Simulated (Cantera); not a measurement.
An adiabatic, constant-pressure homogeneous reactor starts with 18.1 % CO, 5.60 % H2, 10.7 % O2, 65.6 % N2, equivalence ratio 1.1, at 1123 K and 10.0 bar.

Model: GRI-Mech 3.0 (53 species, 325 reactions), integrated in Cantera. The hydrogen kinetics of GRI-Mech 3.0 are dated; newer H2 mechanisms differ, most at raised pressure.

Task: Predict: time of steepest temperature rise; temperature at 0.200 s; equilibrium temperature; x(CO) at 0.200 s; x(H2) at 0.200 s; x(O2) at 0.200 s; x(N2O) at 0.200 s; x(H2O) at 0.200 s.

Result: 
```json
{
  "time_of_steepest_temperature_rise": "0.237 ms",
  "temperature at 0.200 s": "2591 K",
  "equilibrium_temperature": "2591 K",
  "x(CO) at 0.200 s": "0.0395 (gas-phase equilibrium 0.0395)",
  "x(H2) at 0.200 s": "0.00221 (gas-phase equilibrium 0.00221)",
  "x(O2) at 0.200 s": "0.00574 (gas-phase equilibrium 0.00574)",
  "x(N2O) at 0.200 s": "7.20e-7 (gas-phase equilibrium 7.20e-7)",
  "x(H2O) at 0.200 s": "0.0580 (gas-phase equilibrium 0.0580)"
}
```
